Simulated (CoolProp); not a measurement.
Properties of ethylene along the isobar 18 bar (Tc = 282.4 K, pc = 50.42 bar, ω = 0.087).

Computed with CoolProp (reference Helmholtz-energy equation of state, Smukala 2000).

| T (K) | phase | density (kg/m³) | cp (kJ/(kg K)) | cv (kJ/(kg K)) | Joule-Thomson coefficient (K/MPa) | isothermal compressibility (1/MPa) | fugacity coefficient |
|---|---|---|---|---|---|---|---|
| 185.4 | liquid | 546.1 | 2.444 | 1.339 | -0.3679 | 0.002316 | 0.1314 |
| 214.8 | liquid | 498.3 | 2.619 | 1.318 | -0.1735 | 0.004297 | 0.4025 |
| 244.2 | gas | 32.41 | 2.118 | 1.241 | 19.35 | 0.7815 | 0.8140 |
| 273.6 | gas | 26.07 | 1.801 | 1.235 | 13.64 | 0.6662 | 0.8696 |
| 303 | gas | 22.35 | 1.762 | 1.297 | 10.21 | 0.6242 | 0.9050 |
| 332.4 | gas | 19.75 | 1.798 | 1.383 | 7.918 | 0.6022 | 0.9292 |
| 361.8 | gas | 17.77 | 1.864 | 1.479 | 6.294 | 0.5888 | 0.9464 |
| 391.2 | gas | 16.20 | 1.945 | 1.578 | 5.102 | 0.5799 | 0.9590 |
| 420.6 | gas | 14.92 | 2.031 | 1.678 | 4.203 | 0.5737 | 0.9685 |
| 450 | gas | 13.83 | 2.120 | 1.776 | 3.507 | 0.5692 | 0.9757 |
